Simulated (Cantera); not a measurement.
Charge: 1 mol Si, a varied amount of HF, 0.23 mol N2, at 850 °C and 7.80 Pa.

Equilibrium computed with Cantera from the NASA thermochemical tables; the gas is ideal and each condensed phase is pure. Candidate condensed phases: Si, Si3N4; 37 gas species. The numbers say what is thermodynamically allowed, not how fast it happens.

Problem. At 14 mol HF, list the 4 most abundant gas species with their mole fractions, and the condensed phases.

Solution. HF 0.756, H2 0.151, SiF4 0.0756, N2 0.0174. Condensed: gas only.
